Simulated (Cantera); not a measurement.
A closed system holds: 1 mol Si3N4, 0.059 mol O2, 260 mol H2, equilibrated at 49.0 mbar.

These are equilibrium values from Cantera (NASA tables, ideal gas, pure condensed phases), not measurements of a reactor. Candidate condensed phases: H2O, Si, SiO2, Si2N2O, Si3N4; 35 gas species. Mutual solubility and eutectic melting of coexisting phases are not modelled. Gases not in the tables: Si2H6 and higher silanes. Kinetics and transport are ignored.

Question: What share of the Si ends up in condensed phases as a function of T (K), at 998, 1198, 1398, 1598, 1798, 1998, 2198?

Answer: 
| T (K) | Si condensed (%) | as |
|---|---|---|
| 998 | 100.0 | Si2N2O(s) + Si3N4(s) |
| 1198 | 100.0 | Si2N2O(s) + Si3N4(s) |
| 1398 | 100.0 | Si2N2O(s) + Si3N4(s) |
| 1598 | 98.5 | Si(s) + Si2N2O(s) + Si3N4(s) |
| 1798 | 95.1 | Si(l) |
| 1998 | 86.1 | Si(l) |
| 2198 | 18.0 | Si(l) |
